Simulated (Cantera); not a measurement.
A Cantera script and what it prints.

```python
import numpy as np
import cantera as ct

gas_names = """
    H HO2 H2 H2O H2O2 O OH O2 O3 Si SiH SiH2 SiH3 SiH4 SiO SiO2 Si2 Si3
""".split()
cond_names = """
    H2O(s) H2O(L) Si(cr) Si(L) SiO2(Lqz) SiO2(hqz) SiO2(L)
""".split()


def load(file, names, dense=False):
    # The tables refer to 1 bar. Condensed volumes are neglected.
    table = {s.name: s for s in ct.Species.list_from_file(file)}
    out = []
    for n in names:
        d = dict(table[n].input_data)
        d["thermo"] = dict(d["thermo"], **{"reference-pressure": 1e5})
        if dense:
            d["equation-of-state"] = {"model": "constant-volume", "density": "1e6 g/cm^3"}
        out.append(ct.Species.from_dict(d))
    return out


gas = ct.Solution(thermo="ideal-gas", species=load("nasa_gas.yaml", gas_names))
cond = {s.name: ct.Solution(thermo="fixed-stoichiometry", species=[s], name=s.name)
        for s in load("nasa_condensed.yaml", cond_names, dense=True)}
atoms = {
    'Si': {'Si': 1},
    'O2': {'O': 2},
    'H2': {'H': 2},
}
top_T = {}  # K; cautious upper limits of use, not melting points


def equilibrate(T, P, feed):
    n = {}
    for name, mol in feed.items():
        for a, k in atoms[name].items():
            n[a] = n.get(a, 0.0) + k * mol
    gas.TPX = T, P, n
    mass = sum(n.values()) * gas.mean_molecular_weight
    gas.equilibrate("TP")
    valid = [c for c in cond.values() if c.min_temp <= T <= top_T.get(c.name, c.max_temp)]
    mix = ct.Mixture([(gas, mass / gas.mean_molecular_weight)] + [(c, 0.0) for c in valid])
    mix.T, mix.P = T, P
    mix.equilibrate("TP", solver="vcs", rtol=1e-11, max_steps=5000)
    return mix


results = []
feed = {'Si': 1, 'O2': 0.0034, 'H2': 4.7}  # mol
P = 100000  # Pa
for T in [1198, 1298, 1398, 1498, 1598, 1698, 1798, 1898, 1998]:
    mix = equilibrate(T, P, feed)
    results.append((T, P, feed, dict(zip(mix.species_names, mix.species_moles))))

top = {s: max(r[3][s] / sum(r[3][g] for g in gas_names) for r in results) for s in gas_names}
cols = sorted((s for s in top if top[s] > 1e-05), key=lambda s: -top[s])[:5]
seen = [c for c in cond_names if any(r[3].get(c, 0) > 1e-12 for r in results)]
print("log10 of partial pressures in bar; condensed amounts in mol")
print(f"{'T/K':>10s}" + "".join(f"{s[:9]:>10s}" for s in cols + seen))
for T, P, feed, n in results:
    ng = sum(n[g] for g in gas_names)
    print(f"{T:10.4g}" + "".join(f"{np.log10(max(n[s] / ng * P / 1e5, 1e-99)):10.3f}" for s in cols)
          + "".join(f"{n.get(c, 0):10.4g}" for c in seen))
```

It prints:

```
log10 of partial pressures in bar; condensed amounts in mol
       T/K        H2         H       SiO      SiH2        Si    Si(cr)     Si(L) SiO2(hqz)
      1198    -0.000    -6.721    -6.296    -7.942   -11.890    0.9966         0  0.003399
      1298    -0.000    -5.970    -5.140    -7.131   -10.391    0.9966         0  0.003382
      1398    -0.000    -5.325    -4.153    -6.437    -9.108    0.9964         0  0.003232
      1498    -0.000    -4.765    -3.301    -5.836    -7.998    0.9954         0  0.002218
      1598    -0.001    -4.274    -2.842    -5.311    -7.029    0.9932         0         0
      1698    -0.001    -3.840    -2.841    -4.856    -6.183         0    0.9931         0
      1798    -0.001    -3.454    -2.841    -4.531    -5.511         0     0.993         0
      1898    -0.001    -3.107    -2.841    -4.241    -4.911         0    0.9928         0
      1998    -0.001    -2.795    -2.841    -3.980    -4.371         0    0.9924         0
```

Equilibrium computed with Cantera from the NASA thermochemical tables; the gas is ideal and each condensed phase is pure. Mutual solubility and eutectic melting of coexisting phases are not modelled. The tables hold silica as quartz up to 1696 K and as liquid above; real silica turns to tridymite and cristobalite and melts near 1996 K. Gases not in the tables: Si2H6 and higher silanes.
